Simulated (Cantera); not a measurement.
Mixture: C₃H₈ : O₂ : N₂ : H₂O = 1 : 3.12 : 11.8 : 1.4 (molar parts), at 750 Torr, adiabatic and at constant volume. Ignition delay is the time to a rise of 400 K.

Computed with Cantera and GRI-Mech 3.0 (53 species, 325 reactions). GRI-Mech 3.0 was tuned for natural gas; its chemistry of propane as a main component is partial and can be far from experiment.

**Question.** Predict: delay at 1225 K; delay at 1325 K; delay at 1425 K; delay at 1525 K; apparent activation energy between 1475 and 1575 K.

**Answer.** delay at 1225 K: 4.16 ms
delay at 1325 K: 0.736 ms
delay at 1425 K: 0.189 ms
delay at 1525 K: 67.0 µs
apparent activation energy between 1475 and 1575 K: 170 kJ/mol
